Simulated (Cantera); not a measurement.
Charge: 1 mol CH3SiH3, 0.24 mol HCl, 730 mol H2, held at 1000 Pa.

Cantera equilibrium calculation (NASA polynomials, part measured and part estimated; ideal gas, pure solids and liquids). Candidate condensed phases: C, C6H6, C7H8, C8H18, Si, SiC; 109 gas species. The feed counts by its element totals alone. Gases not in the tables: Si2H6 and higher silanes. Rates play no part.

**Question.** At 2025 K, list the 4 most abundant gas species with their mole fractions, and the condensed phases.

**Answer.** H2 0.980, H 0.0190, Si 0.000583, C2H2 (acetylene) 0.000319. Condensed: SiC(s).
